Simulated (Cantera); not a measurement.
Standard-state values (1 bar) from the NASA 1993 polynomials, evaluated with Cantera. Values are per mole of reaction as written; species without (g) are pure solids or liquids, kept so even where they would boil at 1 bar.

SO2(g) + K2SO4 → 2 K(g) + 2 SO3(g)

```json
[
 {"T (K)": "300", "ΔH° (kJ)": "[?]", "ΔS° (J/K)": "[?]", "ΔG° (kJ)": "[?]", "log10 K": "[?]"},
 {"T (K)": "400", "ΔH° (kJ)": "[?]", "ΔS° (J/K)": "[?]", "ΔG° (kJ)": "[?]", "log10 K": "[?]"},
 {"T (K)": "500", "ΔH° (kJ)": "1114.2", "ΔS° (J/K)": "393.1", "ΔG° (kJ)": "917.6", "log10 K": "-95.86"},
 {"T (K)": "600", "ΔH° (kJ)": "[?]", "ΔS° (J/K)": "[?]", "ΔG° (kJ)": "[?]", "log10 K": "[?]"},
 {"T (K)": "700", "ΔH° (kJ)": "1105.0", "ΔS° (J/K)": "377.7", "ΔG° (kJ)": "840.6", "log10 K": "-62.72"},
 {"T (K)": "800", "ΔH° (kJ)": "1099.0", "ΔS° (J/K)": "369.8", "ΔG° (kJ)": "803.2", "log10 K": "-52.44"},
 {"T (K)": "900", "ΔH° (kJ)": "1084.5", "ΔS° (J/K)": "352.8", "ΔG° (kJ)": "767.0", "log10 K": "-44.52"},
 {"T (K)": "1000", "ΔH° (kJ)": "1079.2", "ΔS° (J/K)": "347.2", "ΔG° (kJ)": "732.0", "log10 K": "-38.24"}
]
```

Question: What belongs in the gaps?

Answer: 
- 300, ΔH° (kJ): 1121.0
- 300, ΔS° (J/K): 410.3
- 300, ΔG° (kJ): 997.9
- 300, log10 K: -173.75
- 400, ΔH° (kJ): 1117.9
- 400, ΔS° (J/K): 401.3
- 400, ΔG° (kJ): 957.3
- 400, log10 K: -125.01
- 600, ΔH° (kJ): 1110.0
- 600, ΔS° (J/K): 385.4
- 600, ΔG° (kJ): 878.7
- 600, log10 K: -76.50
